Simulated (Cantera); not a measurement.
A freely propagating, adiabatic, planar premixed flame of 11.0 % CH₄, 0.659 % H₂, 18.6 % O₂, 69.8 % N₂, equivalence ratio 1.2, unburnt at 448 K and 9.87 atm; unity-Lewis-number transport, grid criteria slope 0.08 and curve 0.16, no radiation.

Cantera simulation using GRI-Mech 3.0 (53 species, 325 reactions); the numbers are that mechanism's predictions, not measurements. Unity Lewis numbers drop preferential diffusion, which matters most where H2 and H carry the flame. Burning velocities carry a grid error of a few per cent, more on coarse grids.

Problem. Predict: laminar burning velocity; thermal thickness; peak x(C₂H); peak x(HCN); peak x(OH).

Solution. 
* **laminar burning velocity**: 17.6 cm/s
* **thermal thickness**: 0.122 mm
* **peak x(C₂H)**: 8.29e-7
* **peak x(HCN)**: 2.84e-5
* **peak x(OH)**: 0.00231
